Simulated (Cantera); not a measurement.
# Equilibrium for chemical vapour transport: MgO + HI

A closed system holds: 1 mol MgO, 0.16 mol HI, held at 12.8 Torr.

Cantera equilibrium calculation (NASA polynomials, part measured and part estimated; ideal gas, pure solids and liquids). Candidate condensed phases: H2O, I2, Mg, MgI2, MgO, Mg(OH)2; 20 gas species. Equilibrium is a limit: real reactors are often held back by kinetics, nucleation or transport.

From 898 K to 1723 K the condensed part is MgO(s). The main Mg-bearing gas is MgI2 throughout.

```
T (K)    x HI     x I   x H2      x I2    x H2O   x MgI2  n MgO(s)
-----  ------  ------  -----  --------  -------  -------  --------
898     0.707  0.0490  0.133     0.108  0.00173  0.00173     1.000
973     0.650   0.102  0.146    0.0954  0.00329  0.00329     0.999
1048    0.573   0.178  0.164    0.0747  0.00536  0.00536     0.999
1123    0.481   0.267  0.185    0.0516  0.00764  0.00764     0.999
1198    0.386   0.354  0.209    0.0322  0.00970  0.00970     0.998
1273    0.299   0.427  0.233    0.0188   0.0112   0.0112     0.998
1348    0.227   0.485  0.253    0.0107   0.0122   0.0122     0.997
1423    0.171   0.528  0.270   0.00613   0.0126   0.0126     0.997
1498    0.130   0.559  0.283   0.00356   0.0126   0.0126     0.997
1573   0.0991   0.581  0.292   0.00213   0.0125   0.0123     0.997
1648   0.0767   0.597  0.300   0.00131   0.0123   0.0117     0.997
1723   0.0602   0.609  0.304  0.000829   0.0123   0.0109     0.997
```
x: gas mole fraction; n: condensed amount in mol.
